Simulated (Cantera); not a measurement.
Equilibrium for silicon epitaxy and polysilicon growth: Si₂H₆ + H₂

Input: 1 mol Si₂H₆, 5.3 mol H₂, held at 0.370 bar.

These are equilibrium values from Cantera (NASA tables, ideal gas, pure condensed phases), not measurements of a reactor. Candidate condensed phases: Si; 9 gas species. The feed counts by its element totals alone. Gases not in the tables: Si₂H₆ and higher silanes. The numbers say what is thermodynamically allowed, not how fast it happens.

| T (K) | log p H₂ | log p H | log p SiH₂ | log p Si | log p SiH | log p SiH₄ | log p SiH₃ | n Si(s) | n Si(l) |
|---|---|---|---|---|---|---|---|---|---|
| 1248 | -0.43 | -6.55 | -7.95 | -11.11 | -10.28 | -7.01 | -9.91 | 2.00 | 0 |
| 1298 | -0.43 | -6.19 | -7.56 | -10.39 | -9.68 | -6.98 | -9.59 | 2.00 | 0 |
| 1348 | -0.43 | -5.85 | -7.20 | -9.73 | -9.13 | -6.94 | -9.29 | 2.00 | 0 |
| 1398 | -0.43 | -5.54 | -6.87 | -9.11 | -8.62 | -6.91 | -9.01 | 2.00 | 0 |
| 1448 | -0.43 | -5.25 | -6.56 | -8.53 | -8.15 | -6.88 | -8.76 | 2.00 | 0 |
| 1498 | -0.43 | -4.98 | -6.27 | -8.00 | -7.70 | -6.85 | -8.52 | 2.00 | 0 |
| 1548 | -0.43 | -4.73 | -6.00 | -7.50 | -7.29 | -6.83 | -8.29 | 2.00 | 0 |
| 1598 | -0.43 | -4.49 | -5.74 | -7.03 | -6.90 | -6.80 | -8.08 | 2.00 | 0 |
| 1648 | -0.43 | -4.27 | -5.50 | -6.59 | -6.54 | -6.78 | -7.89 | 2.00 | 0 |
| 1698 | -0.43 | -4.06 | -5.29 | -6.18 | -6.21 | -6.77 | -7.71 | 0 | 2.00 |
log p: log10 of the partial pressure in bar; n: condensed amount in mol.

From 1248 K to 1648 K the condensed part is Si(s). At 1698 K the condensed part is Si(l). The main Si-bearing gas is SiH₄ at 1248 K and SiH₂ at 1698 K.
